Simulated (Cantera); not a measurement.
What does this Cantera script print?

```python
import numpy as np
import cantera as ct

gas = ct.Solution("gri30.yaml", transport_model="mixture-averaged")
show = ['H2O', 'H', 'CH3']

rows = []
print(f"{'T/K':>7s}{'rho':>11s}{'cp':>10s}{'mu':>11s}{'lambda':>11s}{'Pr':>7s}" + "".join(f"{'D_' + s:>11s}" for s in show))
for T in [400, 500, 600, 700, 800, 900, 1000]:
    gas.TPX = T, 880000, {'O2': 0.49, 'NO': 0.51}
    Pr = gas.cp_mass * gas.viscosity / gas.thermal_conductivity
    D = [gas.mix_diff_coeffs_mole[gas.species_index(s)] for s in show]
    rows.append([gas.density, gas.cp_mass, gas.viscosity, gas.thermal_conductivity, Pr, *D])
    print(f"{T:7g}{gas.density:11.4e}{gas.cp_mass:10.1f}{gas.viscosity:11.4e}"
          f"{gas.thermal_conductivity:11.4e}{Pr:7.3f}" + "".join(f"{d:11.4e}" for d in D))
print("SI units: kg/m3, J/kg/K, Pa s, W/m/K, m2/s")
```

Result:

```
    T/K        rho        cp         mu     lambda     Pr      D_H2O        D_H      D_CH3
    400 8.1978e+00     969.6 2.4337e-05 3.3111e-02  0.713 4.5486e-06 2.3902e-05 4.3104e-06
    500 6.5583e+00     993.6 2.8494e-05 3.9937e-02  0.709 6.9252e-06 3.5237e-05 6.3540e-06
    600 5.4652e+00    1021.6 3.2293e-05 4.6607e-02  0.708 9.6857e-06 4.8181e-05 8.6876e-06
    700 4.6845e+00    1049.0 3.5827e-05 5.3055e-02  0.708 1.2798e-05 6.2624e-05 1.1291e-05
    800 4.0989e+00    1073.3 3.9157e-05 5.9267e-02  0.709 1.6238e-05 7.8481e-05 1.4150e-05
    900 3.6435e+00    1093.6 4.2321e-05 6.5254e-02  0.709 1.9984e-05 9.5684e-05 1.7251e-05
   1000 3.2791e+00    1111.2 4.5350e-05 7.1032e-02  0.709 2.4022e-05 1.1418e-04 2.0585e-05
SI units: kg/m3, J/kg/K, Pa s, W/m/K, m2/s
```

Detailed kinetics in Cantera: GRI-Mech 3.0 (53 species, 325 reactions).
